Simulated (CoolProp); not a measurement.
Vapour-liquid equilibrium of diethyl ether (1) + benzene (2) at 375.7 K; x and y are mole fractions of (1).

The numbers come from the multi-fluid Helmholtz-energy mixture model, Thol 2014 and Thol 2012; pair parameters Bell 2016 in CoolProp.

```json
[
 {"x": "0.05", "bubble pressure, mixture model (kPa)": "…", "bubble pressure, Raoult's law (kPa)": "218.0", "y, mixture model": "0.147", "y, Raoult's law": "0.159"},
 {"x": "0.2", "bubble pressure, mixture model (kPa)": "…", "bubble pressure, Raoult's law (kPa)": "293.0", "y, mixture model": "…", "y, Raoult's law": "0.473"},
 {"x": "0.35", "bubble pressure, mixture model (kPa)": "359.0", "bubble pressure, Raoult's law (kPa)": "368.1", "y, mixture model": "0.629", "y, Raoult's law": "0.659"},
 {"x": "0.5", "bubble pressure, mixture model (kPa)": "…", "bubble pressure, Raoult's law (kPa)": "443.1", "y, mixture model": "0.755", "y, Raoult's law": "0.782"},
 {"x": "0.65", "bubble pressure, mixture model (kPa)": "507.1", "bubble pressure, Raoult's law (kPa)": "518.1", "y, mixture model": "…", "y, Raoult's law": "0.870"},
 {"x": "0.8", "bubble pressure, mixture model (kPa)": "584.6", "bubble pressure, Raoult's law (kPa)": "593.2", "y, mixture model": "…", "y, Raoult's law": "0.935"},
 {"x": "0.95", "bubble pressure, mixture model (kPa)": "665.4", "bubble pressure, Raoult's law (kPa)": "668.2", "y, mixture model": "0.982", "y, Raoult's law": "0.986"}
]
```

Task: Some entries are withheld; supply them.

Result: 
- 0.05, bubble pressure, mixture model (kPa): 216.6
- 0.2, bubble pressure, mixture model (kPa): 287.5
- 0.2, y, mixture model: 0.445
- 0.5, bubble pressure, mixture model (kPa): 432.0
- 0.65, y, mixture model: 0.849
- 0.8, y, mixture model: 0.922

The largest gap from Raoult's law is -2.5 % in bubble pressure, at x = 0.5. No azeotrope shows between x = 0.05 and 0.95.

The pair parameters rest on a limited set of measurements; away from them the model extrapolates.
